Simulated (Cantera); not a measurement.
Charge: 1 mol SiH₂Cl₂, 0.028 mol Cl₂, 4.1 mol N₂, equilibrated at 1027 °C and 0.740 bar.

Equilibrium computed with Cantera from the NASA thermochemical tables; the gas is ideal and each condensed phase is pure. Candidate condensed phases: NH₄Cl, Si, Si₃N₄; 28 gas species. N₂ is the only nitrogen source here; it is nearly inert below about 1500 K, so the nitride shown seldom forms there in practice. The tables' values for SiCl₃ are old estimates; treat these amounts as uncertain. Equilibrium is a limit: real reactors are often held back by kinetics, nucleation or transport.

Base state: N₂ 0.667, HCl 0.209, H₂ 0.0810, SiCl₄ 0.0419, SiCl₃ 0.00101, SiHCl₃ 0.000741, SiCl₂ 0.000144 (mole fractions); condensed: Si₃N₄(s).

Q: What changes in the equilibrium state with this change: SiH₂Cl₂ replaced by SiCl₄?

A: 
| species | before | after |
|---|---|---|
| N₂ | 0.667 | 0.799 |
| SiCl₄ | 0.0419 | 0.195 |
| Cl₂ | 3.04e-9 | 0.00495 |
| HCl | 0.209 | 0 |
| H₂ | 0.0810 | 0 |
| SiHCl₃ | 0.000741 | 0 |
| SiCl₂ | 0.000144 | <1e-9 |
| Cl | 7.95e-7 | 0.00101 |
| Si₃N₄(s), mol | 0.255 | 0 |

Q: What changes in the equilibrium state with this change: Cl₂ from 0.028 to 0.47 mol?

A: 
```json
[
 {"species": "N₂", "before": "0.667", "after": "0.645"},
 {"species": "HCl", "before": "0.209", "after": "0.214"},
 {"species": "SiCl₄", "before": "0.0419", "after": "0.0719"},
 {"species": "H₂", "before": "0.0810", "after": "0.0658"},
 {"species": "SiCl₃", "before": "0.00101", "after": "0.00152"},
 {"species": "SiHCl₃", "before": "0.000741", "after": "0.00101"},
 {"species": "SiCl₂", "before": "0.000144", "after": "0.000191"},
 {"species": "Si₃N₄(s), mol", "before": "0.255", "after": "0.190"}
]
```

Q: What changes in the equilibrium state with this change: pressure from 0.740 bar to 1.90 mbar?

A: 
| species | before | after |
|---|---|---|
| N₂ | 0.667 | 0.654 |
| HCl | 0.209 | 0.245 |
| H₂ | 0.0810 | 0.0600 |
| SiCl₄ | 0.0419 | 0.0200 |
| SiCl₂ | 0.000144 | 0.0144 |
| Cl | 7.95e-7 | 2.14e-5 |
| SiCl₃ | 0.00101 | 0.00697 |
| SiHCl₃ | 0.000741 | 0.000223 |
| Si₃N₄(s), mol | 0.255 | 0.257 |
